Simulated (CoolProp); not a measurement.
200 sccm (0 °C, 1 atm) of nitrogen bubbles through liquid n-nonane at 348.9 K and leaves saturated at a total pressure of 0.0334 MPa (ideal gas phase). Each further row changes one setting.

Values from CoolProp's reference Helmholtz-energy equation of state, Lemmon 2006. It is a short technical equation, of lower accuracy than the large ones.

```tsv
case	vapour pressure (kPa)	mole fraction of vapour	delivery (mg/min)	delivery (sccm)	change of delivery for a bath 1 K warmer (%)
as stated	8.11	0.243	367	64.2	5.8
bath temperature 353.9 K	10.0	0.300	490	85.6	6.1
total pressure 0.0668 MPa	8.11	0.121	158	27.7	5.0
```
